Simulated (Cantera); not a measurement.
A closed system holds: 1 mol Ti, 7 mol CO, 5.3 mol H2, held at 7.50 Torr.

These are equilibrium values from Cantera (NASA tables, ideal gas, pure condensed phases), not measurements of a reactor. Candidate condensed phases: C, C6H6, C7H8, C8H18, H2O, Ti, TiC, TiO, TiO2, Ti2O3, Ti3O5, Ti4O7; 113 gas species. Mutual solubility and eutectic melting of coexisting phases are not modelled. TiC: taken at fixed stoichiometry. The numbers say what is thermodynamically allowed, not how fast it happens.

Over these rows the condensed part is TiC(s) + Ti2O3(s). Partial pressures as log10 of bar:

```tsv
T (K)	1000/T (1/K)	log p CH4	log p CO	log p H2
1300	0.7692	-6.97	-2.26	-2.34
1400	0.7143	-7.68	-2.26	-2.34
1500	0.6667	-8.29	-2.26	-2.34
1600	0.6250	-8.82	-2.26	-2.34
1700	0.5882	-9.29	-2.26	-2.34
1800	0.5556	?	-2.26	-2.35
```

Problem. Fit log p(CH4) = a + b·(1000/T) to the five rows, give the apparent enthalpy, and predict the row at 1800 K.

Solution. Means: 1000/T = 0.6727, log p = -8.210. Sxy = 0.262545, Sxx = 0.0204943, so b = 12.81 and a = -8.210 − (12.81)×0.6727 = -16.83.
Apparent enthalpy: −19.145 × (12.81) = -245 kJ/mol. With the condensed phases at unit activity, 2/5 TiC(s) + 3/5 CO(g) + 2 H2(g) = CH4(g) + 1/5 Ti2O3(s) links this pressure to the main gases: over the six rows their terms move log p by -0.02 in all, so the slope is close to that reaction's ΔH°. The five rows lie within 0.01 of the line.
Prediction at 1800 K: -16.83 + (12.81)×0.5556 = -9.71. The computed value is -9.70, 0.01 from the line.
